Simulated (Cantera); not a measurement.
Cantera run:

```python
import numpy as np
import cantera as ct

gas_names = """
    N NO NO2 NO3 N2 N2O O O2 O3 Pb PbO Pb2
""".split()
cond_names = """
    Pb(cr) Pb(L) PbO(rd) PbO(yw) PbO(L) PbO2(s) Pb3O4(s)
""".split()


# ... load() reads the species with a 1 bar reference pressure and builds the phases ...
atoms = {
    'PbO': {'Pb': 1, 'O': 1},
    'N2': {'N': 2},
}
top_T = {'Pb3O4(s)': 820}  # K; cautious upper limits of use, not melting points


# ... equilibrate(T, P, feed) seeds the gas with the atoms and calls Mixture.equilibrate('TP', solver="vcs", rtol=1e-11, max_steps=5000) ...
results = []
feed = {'PbO': 1, 'N2': 1.2}  # mol
P = 120000  # Pa
for T in [925, 1000, 1075, 1150, 1225, 1300, 1375, 1450]:
    mix = equilibrate(T, P, feed)
    results.append((T, P, feed, dict(zip(mix.species_names, mix.species_moles))))

top = {s: max(r[3][s] / sum(r[3][g] for g in gas_names) for r in results) for s in gas_names}
cols = sorted((s for s in top if top[s] > 0.001), key=lambda s: -top[s])[:7]
seen = [c for c in cond_names if any(r[3].get(c, 0) > 1e-12 for r in results)]
print("log10 of partial pressures in bar; condensed amounts in mol")
print(f"{'T/K':>10s}" + "".join(f"{s[:9]:>10s}" for s in cols + seen))
for T, P, feed, n in results:
    ng = sum(n[g] for g in gas_names)
    print(f"{T:10.4g}" + "".join(f"{np.log10(max(n[s] / ng * P / 1e5, 1e-99)):10.3f}" for s in cols)
          + "".join(f"{n.get(c, 0):10.4g}" for c in seen))
```

It prints:

```
log10 of partial pressures in bar; condensed amounts in mol
       T/K        N2       PbO   PbO(yw)    PbO(L)
       925     0.079    -7.691         1         0
      1000     0.079    -6.516         1         0
      1075     0.079    -5.511         1         0
      1150     0.079    -4.643         1         0
      1225     0.079    -3.947         0    0.9999
      1300     0.079    -3.346         0    0.9995
      1375     0.078    -2.814         0    0.9982
      1450     0.077    -2.341         0    0.9946
```

These are equilibrium values from Cantera (NASA tables, ideal gas, pure condensed phases), not measurements of a reactor. Gases not in the tables: (PbO)n polymers.
